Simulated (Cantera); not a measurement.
**TEOS + N2O (silicon oxide and oxynitride deposition)**

Feed: 1 mol TEOS, 0.22 mol N2O, at 1627 °C.

Method: chemical equilibrium by Gibbs-energy minimisation in Cantera with the NASA 1993 tables (ideal gas, pure condensed phases). Candidate condensed phases: C, C6H6, C7H8, C8H18, H2O, Si, SiC, SiO2, Si2N2O, Si3N4; 151 gas species. The feed counts by its element totals alone. Equilibrium is a limit: real reactors are often held back by kinetics, nucleation or transport.

```json
[
 {"P (Pa)": "5", "x H2": "0.611", "x CO": "0.275", "x H": "0.0877", "x N2": "0.0139", "x Si": "0.00937", "n C(graphite)": "2.96", "n SiC(s)": "0.817"},
 {"P (Pa)": "17", "x H2": "0.648", "x CO": "0.282", "x H": "0.0490", "x N2": "0.0143", "x Si": "0.00276", "n C(graphite)": "2.86", "n SiC(s)": "0.926"},
 {"P (Pa)": "59", "x H2": "0.669", "x CO": "0.286", "x H": "0.0267", "x N2": "0.0145", "x Si": "0.000794", "n C(graphite)": "2.83", "n SiC(s)": "0.957"},
 {"P (Pa)": "210", "x H2": "0.680", "x CO": "0.288", "x H": "0.0143", "x N2": "0.0146", "x Si": "0.000223", "n C(graphite)": "2.82", "n SiC(s)": "0.966"},
 {"P (Pa)": "710", "x H2": "0.685", "x CO": "0.289", "x H": "0.00780", "x N2": "0.0147", "x Si": "6.60e-5", "n C(graphite)": "2.82", "n SiC(s)": "0.968"},
 {"P (Pa)": "2400", "x H2": "0.688", "x CO": "0.290", "x H": "0.00425", "x N2": "0.0147", "x Si": "1.95e-5", "n C(graphite)": "2.82", "n SiC(s)": "0.969"},
 {"P (Pa)": "8400", "x H2": "0.690", "x CO": "0.290", "x H": "0.00227", "x N2": "0.0147", "x Si": "5.58e-6", "n C(graphite)": "2.82", "n SiC(s)": "0.969"},
 {"P (Pa)": "29000", "x H2": "0.691", "x CO": "0.290", "x H": "0.00122", "x N2": "0.0147", "x Si": "1.62e-6", "n C(graphite)": "2.82", "n SiC(s)": "0.969"},
 {"P (Pa)": "100000", "x H2": "0.691", "x CO": "0.290", "x H": "0.000660", "x N2": "0.0147", "x Si": "4.68e-7", "n C(graphite)": "2.82", "n SiC(s)": "0.969"}
]
```
x: gas mole fraction; n: condensed amount in mol.

From 5.00 Pa to 1.00 bar the condensed part is C(graphite) + SiC(s). The main Si-bearing gas is Si at 5.00 Pa and SiO at 1.00 bar.
